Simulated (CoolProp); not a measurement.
Values from CoolProp's reference Helmholtz-energy equation of state, Lemmon 2006. It is a short technical equation, of lower accuracy than the large ones.

### Question
Give the vapour pressure (MPa), liquid density (kg/m³), vapour density (kg/m³), liquid cp (kJ/(kg K)) of saturated nitrous oxide at 199.4, 229.5, 244.5 K.

### Answer
```json
[
 {"T (K)": "199.4", "p (MPa)": "0.227", "liquid density (kg/m³)": "1190", "vapour density (kg/m³)": "6.31", "liquid cp (kJ/(kg K))": "1.74"},
 {"T (K)": "229.5", "p (MPa)": "0.823", "liquid density (kg/m³)": "1090", "vapour density (kg/m³)": "21.4", "liquid cp (kJ/(kg K))": "1.83"},
 {"T (K)": "244.5", "p (MPa)": "1.38", "liquid density (kg/m³)": "1030", "vapour density (kg/m³)": "35.6", "liquid cp (kJ/(kg K))": "1.91"}
]
```
